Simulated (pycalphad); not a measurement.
Source of the numbers: pycalphad with the COST 507 light-alloy database (1999); pressure 1 atm. The data set is of 1999 and partly superseded. Amounts are mole fractions of atoms. Kinetics are ignored, which matters at the lower temperatures.

Task: Give the equilibrium state of Si-29.48Ti (wt.%) at 500 K.

Result: SI2TI, fraction 0.591, with 46.0 Ti wt.%; diamond (Si), fraction 0.409, with <0.01 Ti wt.%.

Database names, with the compositions (at.%) that they take in these runs: SI2TI: Si 67 Ti 33.
